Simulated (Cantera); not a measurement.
An isothermal, constant-pressure homogeneous reactor starts with 2.44 % H2, 97.6 % O2, at 900 K and 0.0267 bar.

Cantera simulation using GRI-Mech 3.0 (53 species, 325 reactions); the numbers are that mechanism's predictions, not measurements. Radical loss at walls, strong at low pressure, is not modelled. Below about 950 K walls govern HO2 and H2O2 in real vessels.

x: mole fraction; the columns are a selection and need not sum to one.

```csv
t (s),x H2,x O2,x H2O,x O,x OH,x H,x H2O2
5.00e-5,0.0244,0.976,<1e-12,<1e-12,<1e-12,<1e-12,<1e-12
0.000195,0.0244,0.976,<1e-12,2.04e-12,1.44e-12,2.94e-12,<1e-12
0.000758,0.0244,0.976,2.74e-11,2.67e-11,1.22e-11,1.47e-11,<1e-12
0.00295,0.0244,0.976,5.08e-9,3.32e-9,1.32e-9,…,<1e-12
0.0115,0.0106,0.970,0.0118,0.00368,0.00111,…,5.04e-7
0.0447,0.000218,0.975,0.0244,0.000261,8.42e-5,…,1.27e-7
0.174,3.28e-5,0.975,0.0246,2.86e-5,2.09e-5,…,4.87e-8
0.678,4.44e-6,0.975,0.0247,3.28e-6,7.10e-6,…,1.93e-8
2.64,3.45e-7,0.975,0.0247,3.63e-7,2.49e-6,5.67e-10,6.21e-9
10.3,1.14e-8,0.975,0.0247,4.74e-8,9.15e-7,2.59e-11,1.65e-9
40.0,2.08e-10,0.975,0.0247,8.56e-9,3.87e-7,1.95e-12,4.36e-10
```

Q: Complete the blanks.

A: 
- 0.00295, x H: 1.43e-9
- 0.0115, x H: 0.00290
- 0.0447, x H: 1.39e-5
- 0.174, x H: 3.85e-7
- 0.678, x H: 1.51e-8
